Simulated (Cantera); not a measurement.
Feed: 1 mol MgCO₃, 0.39 mol H₂O, 0.051 mol CO₂, equilibrated at 1923.15 K and 1.33 mbar.

Method: chemical equilibrium by Gibbs-energy minimisation in Cantera with the NASA 1993 tables (ideal gas, pure condensed phases). Candidate condensed phases: C, C₆H₆, C₇H₈, C₈H₁₈, H₂O, Mg, MgCO₃, MgO, Mg(OH)₂; 116 gas species. Rates play no part.

**Question.** What is the equilibrium state?

**Answer.** 
```
Quantity                                    Value
--------------------------------------  ---------
x(CO₂)                                      0.636
x(H₂O)                                      0.249
x(CO)                                      0.0648
x(O₂)                                      0.0332
x(OH)                                     0.00721
x(H₂)                                     0.00591
x(H)                                      0.00199
x(O)                                      0.00181
x(Mg)                                     8.62e-5
n(MgO(s))                               1.000 mol
gas amount                              1.501 mol
log10 activity of Mg(l) (absent)            -8.33
log10 activity of C(graphite) (absent)      -9.48
```
